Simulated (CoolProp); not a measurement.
R1132(E) at 293.15 K and 2.99 MPa is throttled through a valve to 1.5 MPa with no heat exchange. Each further row changes one setting.

Values from CoolProp's reference Helmholtz-energy equation of state, Akasaka 2024.

```
case                      temperature change (K)                       final phase  final density (kg/m³)
------------------------  ----------------------  --------------------------------  ---------------------
as stated                                   -0.1                            liquid                    936
outlet pressure 0.45 MPa                   -37.8  two-phase, vapour fraction 0.243                   59.1
outlet pressure 1.95 MPa                    -0.1                            liquid                    939
```
